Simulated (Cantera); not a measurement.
Cantera run:

```python
import numpy as np
import cantera as ct

gas_names = [...]  # 87 gases of nasa_gas.yaml made of C, H, Si
cond_names = """
    C(gr) C6H6(L) C7H8(L) C8H18(L),n-octa Si(cr) Si(L) SiC(b)
""".split()


# ... load() reads the species with a 1 bar reference pressure and builds the phases ...
atoms = {
    'SiC': {'Si': 1, 'C': 1},
    'Si': {'Si': 1},
    'H2': {'H': 2},
}
top_T = {'C(gr)': 4500, 'SiC(b)': 3050}  # K; cautious upper limits of use, not melting points


# ... equilibrate(T, P, feed) seeds the gas with the atoms and calls Mixture.equilibrate('TP', solver="gibbs", rtol=1e-10, max_steps=50000) ...
results = []
feed = {'SiC': 1, 'Si': 0.0021, 'H2': 0.06}  # mol
P = 23  # Pa
for T in [2048, 2148, 2248, 2348, 2448, 2548, 2648, 2748, 2848]:
    mix = equilibrate(T, P, feed)
    results.append((T, P, feed, dict(zip(mix.species_names, mix.species_moles))))

top = {s: max(r[3][s] / sum(r[3][g] for g in gas_names) for r in results) for s in gas_names}
cols = sorted((s for s in top if top[s] > 0.0001), key=lambda s: -top[s])[:6]
seen = [c for c in cond_names if any(r[3].get(c, 0) > 1e-12 for r in results)]
print("log10 of partial pressures in bar; condensed amounts in mol")
print(f"{'T/K':>10s}" + "".join(f"{s[:9]:>10s}" for s in cols + seen))
for T, P, feed, n in results:
    ng = sum(n[g] for g in gas_names)
    print(f"{T:10.4g}" + "".join(f"{np.log10(max(n[s] / ng * P / 1e5, 1e-99)):10.3f}" for s in cols)
          + "".join(f"{n.get(c, 0):10.4g}" for c in seen))
```

Output:

```
log10 of partial pressures in bar; condensed amounts in mol
       T/K        H2        Si         H      SiC2        C3      Si2C     C(gr)    SiC(b)
      2048    -3.719    -5.138    -4.509    -6.765   -10.563    -6.615         0    0.9998
      2148    -3.810    -4.698    -4.285    -5.803    -9.086    -6.009  0.004202    0.9942
      2248    -4.103    -4.143    -4.186    -5.083    -8.204    -5.305   0.03475    0.9534
      2348    -5.559    -3.776    -4.688    -4.566    -7.399    -4.943    0.6973         0
      2448    -5.890    -3.785    -4.646    -4.438    -6.663    -5.303    0.6255         0
      2548    -6.238    -3.808    -4.628    -4.335    -5.986    -5.664    0.5225         0
      2648    -6.592    -3.843    -4.629    -4.255    -5.361    -6.027    0.3654         0
      2748    -6.978    -3.906    -4.657    -4.213    -4.784    -6.426   0.03079         0
      2848    -7.336    -3.887    -4.683    -4.353    -4.634    -6.769         0         0
```

These are equilibrium values from Cantera (NASA tables, ideal gas, pure condensed phases), not measurements of a reactor. Gases not in the tables: Si2H6 and higher silanes.
